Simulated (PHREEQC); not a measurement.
Sulfide liquor (model solution)

Solution (25 °C): 0.03 mol H2S, 0.00023 mol NaOH and 0.19 mol ZnCl2 per kg of water. Closed to the air; pH follows from the charge balance.

Model: ion-association model, wateq4f.dat, run in PHREEQC.

No solid was allowed to form.

Task: What pH, activity of water, ionic strength does the model give?

Result: pH 1.70; activity of water 0.991; ionic strength 0.476 mol/kgw.

Task: In which forms is Cl present?

Result: Cl- 88 %, ZnCl+ 8.2 %, ZnCl2 2.2 %, ZnCl3- 1.3 %, ZnCl4-2 0.6 % of the Cl.

Examples of supersaturated solids here: ZnS(a), Sphalerite (slow to form). Others may be too. The polysulfide entries of wateq4f.dat were taken out for this run.
